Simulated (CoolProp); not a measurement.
Carbonyl sulfide along the isotherm 126.05 °C: Z from the reference equation and from simpler models built on Tc = 105.6 °C, pc = 6.369 MPa, ω = 0.098; each cubic takes its own stable root.

Values from CoolProp's reference Helmholtz-energy equation of state, Lemmon 2006. It is a short technical equation, of lower accuracy than the large ones.

```tsv
p (MPa)	phase	reference	van der Waals	Redlich-Kwong	Soave-Redlich-Kwong	Peng-Robinson
3.57	gas	0.8180	0.8307	0.8161	0.8185	0.7997
7.14	supercritical	0.5392	0.5346	0.5424	0.5543	0.5245
10.7	supercritical	0.3146	0.3987	0.3585	[?]	0.3358
14.3	supercritical	0.3649	0.4767	0.4070	0.4118	[?]
17.9	supercritical	0.4270	0.5611	0.4680	0.4719	0.4271
21.4	supercritical	0.4886	0.6435	0.5288	0.5324	0.4810
25	supercritical	0.5517	0.7276	0.5913	0.5947	0.5366
28.6	supercritical	0.6141	0.8108	0.6532	0.6564	0.5919
32.1	supercritical	0.6741	0.8909	0.7126	0.7157	0.6451
35.7	supercritical	0.7351	0.9723	0.7730	0.7760	0.6993
39.3	supercritical	0.7954	1.053	[?]	0.8356	0.7529
42.9	supercritical	0.8550	1.133	0.8917	0.8946	0.8059
46.4	supercritical	0.9123	[?]	0.9484	0.9513	0.8569
50	supercritical	0.9708	1.289	1.006	1.009	0.9090
```

### Question
Some entries are withheld; supply them.

### Answer

- 10.7, Soave-Redlich-Kwong: 0.3662
- 14.3, Peng-Robinson: 0.3740
- 39.3, Redlich-Kwong: 0.8326
- 46.4, van der Waals: 1.210
